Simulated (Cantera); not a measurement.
An adiabatic, constant-pressure homogeneous reactor starts with CH4 : H2 : O2 : N2 : H2O = 1 : 0.21 : 4.05 : 15.2 : 3 (molar parts), equivalence ratio 0.52, at 1400 K and 345 Torr.

Computed with Cantera and GRI-Mech 3.0 (53 species, 325 reactions).

Problem. Predict: time of steepest temperature rise; temperature at 0.400 s; equilibrium temperature; x(H2) at 0.400 s; x(O2) at 0.400 s; x(OH) at 0.400 s.

Solution. 
```
Item                                                                 Value
---------------------------------  ---------------------------------------
time of steepest temperature rise                                  2.02 ms
temperature at 0.400 s                                              2236 K
equilibrium temperature                                             2234 K
x(H2) at 0.400 s                   0.00163 (gas-phase equilibrium 0.00161)
x(O2) at 0.400 s                     0.0788 (gas-phase equilibrium 0.0782)
x(OH) at 0.400 s                   0.00805 (gas-phase equilibrium 0.00797)
```
